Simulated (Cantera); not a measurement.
A closed system holds: 1 mol AlCl3, 3.2 mol HCl, 1.2 mol H2, equilibrated at 1425 K and 64000 Pa.

Cantera equilibrium calculation (NASA polynomials, part measured and part estimated; ideal gas, pure solids and liquids). Candidate condensed phases: Al, AlCl3; 12 gas species. The tables' values for AlCl2 are old estimates; treat these amounts as uncertain. Rates play no part.

Base state: HCl 0.593, H2 0.222, AlCl3 0.185, AlCl2 0.000168, Al2Cl6 3.92e-5 (mole fractions); condensed: gas only.

**Question.** What changes in the equilibrium state with this change: temperature from 1425 K to 973.15 K?

**Answer.** 
```tsv
species	before	after
HCl	0.593	0.594
H2	0.222	0.223
AlCl3	0.185	0.180
Al2Cl6	3.92e-5	0.00301
AlCl2	0.000168	5.28e-8
```
